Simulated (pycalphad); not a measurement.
All values are pycalphad results on the COST 507 light-alloy database (1999) (1 atm), not direct measurements. These are 1990s assessments: newer ones move some temperatures and phases. Kinetics are ignored, which matters at the lower temperatures.

Molar enthalpy of Si-36.1Fe (at.%) in equilibrium (SER reference):

```
T (°C)  H (kJ/mol)          phases
------  ----------  --------------
1977         60.03          liquid
1897         57.31          liquid
1817         54.60          liquid
1737         51.88          liquid
1657         49.16          liquid
1577         46.44          liquid
1497         43.73          liquid
1417         41.07          liquid
1337         38.46          liquid
1297         37.17          liquid
1257         34.79   liquid + FESI
1177         10.18  FESI2_H + FESI
1137          8.93  FESI2_H + FESI
1097          7.69  FESI2_H + FESI
1017          5.24  FESI2_H + FESI
937          -1.30  FESI2_L + FESI
857          -3.67  FESI2_L + FESI
777          -6.00  FESI2_L + FESI
697          -8.29  FESI2_L + FESI
617         -10.54  FESI2_L + FESI
537         -12.74  FESI2_L + FESI
457         -14.90  FESI2_L + FESI
377         -17.02  FESI2_L + FESI
297         -19.08  FESI2_L + FESI
```

Cooling from 1297 °C to 1177 °C, across the freezing range, releases 27.0 kJ/mol, or 708 J/g. The slope is 32 J/(mol K) in the liquid and 31 J/(mol K) just below the solidus, where it includes any heat of precipitation. Liquidus 1269 °C, solidus 1204 °C. Changes were sought between steps of 40 K, so a narrower field can be missed.

Database names, with the compositions (at.%) that they take in these runs: FESI: Si 50 Fe 50; FESI2_H: Si 70 Fe 30; FESI2_L: Si 67 Fe 33.
